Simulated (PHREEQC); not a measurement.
# Copper plating or etch bath: an equilibrium model

A solution holds 0.0041 mol CuCl2, 0.029 mol HBF4 and 3.1e-05 mol NaCl per kg of water, at 20 °C. Closed to the air; pH follows from the charge balance.

Model: ion-association model, phreeqc.dat, run in PHREEQC.

This is a speciation only: nothing precipitates in the calculation.

Question: Estimate the pH, ionic strength.

Answer: pH 1.62; ionic strength 0.0397 mol/kgw.

Question: In which forms is F present?

Answer: BF4- 90 %, HF 7.2 %, BF3OH- 2.7 % of the F.

Species that the database lacks are ignored. Real BF4- forms and hydrolyses slowly; the run takes it at equilibrium.
